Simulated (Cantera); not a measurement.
**Thermodynamics of tantalum, niobium, vanadium and zirconium in process gases, feed V + N2 + NH3**

Input: 1 mol V, 24 mol N2, 3.3 mol NH3, held at 2675 K and 31.0 Pa.

Equilibrium computed with Cantera from the NASA thermochemical tables; the gas is ideal and each condensed phase is pure. Candidate condensed phases: V, VN; 11 gas species. The numbers say what is thermodynamically allowed, not how fast it happens.

```json
{
 "x(N2)": "0.707",
 "x(H)": "0.258",
 "x(V)": "0.0276",
 "x(H2)": "0.00771",
 "x(N)": "6.35e-5",
 "gas_amount": "36.27 mol",
 "log10 activity of V(l) (absent)": "-2.61"
}
```
